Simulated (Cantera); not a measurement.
Mixture: 9.43 % CO, 0.311 % H₂, 2.45 % CH₄, 18.5 % O₂, 69.3 % N₂, equivalence ratio 0.53, at 11300 Torr, adiabatic and at constant volume. Ignition delay is the time to a rise of 400 K.

Cantera simulation using GRI-Mech 3.0 (53 species, 325 reactions); the numbers are that mechanism's predictions, not measurements. The pressure lies above the range GRI-Mech 3.0 was tuned for (to about 10 atm).

Problem. Predict: delay at 1150 K; delay at 1250 K; delay at 1350 K; delay at 1450 K; delay at 1550 K; delay at 1650 K; apparent activation energy between 1450 and 1650 K.

Solution. delay at 1150 K: 1.52 ms
delay at 1250 K: 0.405 ms
delay at 1350 K: 0.144 ms
delay at 1450 K: 60.7 µs
delay at 1550 K: 29.0 µs
delay at 1650 K: 15.2 µs
apparent activation energy between 1450 and 1650 K: 140 kJ/mol
